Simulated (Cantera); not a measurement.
Cantera run, input and output.

```python
import numpy as np
import cantera as ct

gas = ct.Solution("gri30.yaml")
gas.TPX = 1375, 1333, {'H2': 0.039, 'O2': 1, 'N2': 0.11}
reactor = ct.IdealGasConstPressureReactor(gas, energy="off", clone=False)
net = ct.ReactorNet([reactor])
net.rtol, net.atol = 1e-08, 1e-18
show = ['H2', 'O2', 'NO2', 'H', 'N2O', 'H2O', 'OH']
times = np.geomspace(8e-06, 2, 14)

steps = ct.SolutionArray(gas, extra=["t"])
rows = []
print(f"{'t/s':>10s}{'T/K':>9s}{'P/Pa':>11s}" + "".join(f"{s:>11s}" for s in show))
for t in times:
    while net.time < t:
        t_next = net.step()
        steps.append(gas.state, t=t_next)
    rows.append([np.interp(t, steps.t, y) for y in (steps.T, steps.P, *steps(*show).X.T)])
    print(f"{t:10.3e}{rows[-1][0]:9.1f}{rows[-1][1]:11.4g}" + "".join(f"{x:11.3e}" for x in rows[-1][2:]))
rate = np.gradient(steps.T, steps.t)
print("integrator steps:", len(steps.t))
if steps.T.max() > steps.T[0] + 200:
    print(f"time of steepest temperature rise: {steps.t[rate.argmax()]:.4e} s")
gas.TPX = 1375, 1333, {'H2': 0.039, 'O2': 1, 'N2': 0.11}
gas.equilibrate("TP")
print(f"equilibrium (TP): T = {gas.T:.1f} K  " + "  ".join(f"{s} {gas[s].X[0]:.3e}" for s in show))
```

Result:

```
       t/s      T/K       P/Pa         H2         O2        NO2          H        N2O        H2O         OH
 8.000e-06   1375.0       1333  3.394e-02  8.703e-01  2.616e-29  3.332e-09  1.522e-16  2.082e-11  5.658e-10
 2.081e-05   1375.0       1333  3.394e-02  8.703e-01  1.561e-27  7.125e-09  4.071e-16  3.188e-10  3.202e-09
 5.414e-05   1375.0       1333  3.394e-02  8.703e-01  1.045e-25  1.395e-08  1.137e-15  4.247e-09  1.542e-08
 1.409e-04   1375.0       1333  3.394e-02  8.703e-01  7.467e-24  3.596e-08  3.516e-15  5.117e-08  7.215e-08
 3.664e-04   1375.0       1333  3.394e-02  8.703e-01  7.450e-22  2.631e-07  1.372e-14  8.988e-07  6.635e-07
 9.533e-04   1375.0       1333  3.374e-02  8.702e-01  5.321e-19  3.340e-05  2.792e-13  1.406e-04  8.663e-05
 2.480e-03   1375.0       1333  8.402e-04  8.413e-01  6.343e-14  3.698e-03  3.180e-10  2.896e-02  4.605e-03
 6.452e-03   1375.0       1333  4.385e-04  8.414e-01  4.098e-13  3.099e-03  1.349e-09  3.005e-02  3.858e-03
 1.678e-02   1375.0       1333  4.039e-04  8.437e-01  1.231e-12  2.711e-03  1.953e-09  3.041e-02  3.708e-03
 4.366e-02   1375.0       1333  3.287e-04  8.485e-01  3.025e-12  1.950e-03  2.144e-09  3.114e-02  3.354e-03
 1.136e-01   1375.0       1333  2.036e-04  8.561e-01  6.412e-12  9.213e-04  2.452e-09  3.230e-02  2.651e-03
 2.955e-01   1375.0       1333  8.017e-05  8.632e-01  1.259e-11  2.211e-04  3.006e-09  3.341e-02  1.670e-03
 7.688e-01   1375.0       1333  2.012e-05  8.667e-01  2.382e-11  2.738e-05  3.641e-09  3.405e-02  8.391e-04
 2.000e+00   1375.0       1333  4.123e-06  8.677e-01  3.890e-11  2.525e-06  3.962e-09  3.433e-02  3.804e-04
integrator steps: 1052
equilibrium (TP): T = 1375.0 K  H2 9.875e-08  O2 8.678e-01  NO2 8.563e-07  H 9.390e-09  N2O 1.171e-09  H2O 3.450e-02  OH 5.902e-05
```

Detailed kinetics in Cantera: GRI-Mech 3.0 (53 species, 325 reactions). Radical loss at walls, strong at low pressure, is not modelled. The temperature is held fixed by assumption; the heat of reaction is taken as removed at once.
